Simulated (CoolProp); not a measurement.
CH3F (R41) at 293.15 K and 5.61 MPa is throttled through a valve to 1.28 MPa with no heat exchange. Each further row changes one setting.

The numbers come from the reference Helmholtz-energy equation of state, Lemmon 2006 in CoolProp. It is a short technical equation, of lower accuracy than the large ones.

```tsv
case	temperature change (K)	final phase	final density (kg/m³)
as stated	-36.2	[?]	95.8
outlet pressure 0.384 MPa	[?]	[?]	[?]
outlet pressure 1.66 MPa	[?]	[?]	[?]
```

### Question
What belongs in the gaps?

### Answer

- as stated, final phase: two-phase, vapour fraction 0.242
- outlet pressure 0.384 MPa, temperature change (K): -70.3
- outlet pressure 0.384 MPa, final phase: two-phase, vapour fraction 0.377
- outlet pressure 0.384 MPa, final density (kg/m³): 20.4
- outlet pressure 1.66 MPa, temperature change (K): -27.4
- outlet pressure 1.66 MPa, final phase: two-phase, vapour fraction 0.197
- outlet pressure 1.66 MPa, final density (kg/m³): 144
